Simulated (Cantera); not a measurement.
Charge: 1 mol Si, 0.65 mol NF3, 33 mol N2, 7.2 mol Cl2, at 1500 K and 0.0120 Torr.

Method: chemical equilibrium by Gibbs-energy minimisation in Cantera with the NASA 1993 tables (ideal gas, pure condensed phases). Candidate condensed phases: Si, Si3N4; 24 gas species. The tables' values for SiCl3, SiF3, SiF2 are old estimates; treat these amounts as uncertain. Kinetics and transport are ignored.

Base state: N2 0.708, Cl 0.271, SiF4 0.00969, SiCl4 0.00544, SiCl2 0.00296, SiCl3 0.00225, SiF3 0.000850, Cl2 0.000344 (mole fractions); condensed: gas only.

**Question.** What changes in the equilibrium state with this change: temperature from 1500 K to 1550 K?

**Answer.** 
| species | before | after |
|---|---|---|
| N2 | 0.708 | 0.702 |
| Cl | 0.271 | 0.277 |
| SiF4 | 0.00969 | 0.00889 |
| SiCl4 | 0.00544 | 0.00184 |
| SiF2 | 4.25e-5 | 0.000175 |
| SiCl2 | 0.00296 | 0.00639 |
| SiF3 | 0.000850 | 0.00173 |
| Cl2 | 0.000344 | 0.000187 |

**Question.** What changes in the equilibrium state with this change: NF3 from 0.65 to 4.8 mol?

**Answer.** 
```tsv
species	before	after
N2	0.708	0.579
Cl	0.271	0.235
F	1.11e-7	0.170
SiF4	0.00969	0.0164
SiCl4	0.00544	<1e-9
SiCl2	0.00296	<1e-9
```
